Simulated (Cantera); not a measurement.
A closed system holds: 1 mol Ta(OEt)5, 1.3 mol CO2, equilibrated at 1150 K and 1.00 bar.

Cantera equilibrium calculation (NASA polynomials, part measured and part estimated; ideal gas, pure solids and liquids). The feed counts by its element totals alone. The numbers say what is thermodynamically allowed, not how fast it happens.

```
species             before    after
-----------------  -------  -------
H2                   0.695    0.582
CO                   0.281    0.371
H                  6.22e-8   0.0355
C2H2 (acetylene)   2.69e-8   0.0113
CH4                 0.0113  4.06e-5
C4H2                 <1e-9  9.15e-5
C2H                  <1e-9  6.66e-5
C2H2 (vinylidene)    <1e-9  1.41e-5
CO2                0.00312  3.60e-7
H2O                0.00917  3.72e-6
CH3                1.89e-8  4.29e-5
C(graphite), mol      6.22     2.22
Ta2O5(s), mol        0.500        0
TaC(s), mol              0     1.00
```
Gas species are given as mole fractions.

Name the change that produced these shifts.
A) pressure from 1.00 bar to 0.00133 bar
B) temperature from 1150 K to 1000 K
C) temperature from 1150 K to 2648 K
D) temperature from 1150 K to 2348.15 K

C, temperature from 1150 K to 2648 K. TaC: taken at fixed stoichiometry. Condensed phases not in the tables: Ta2C
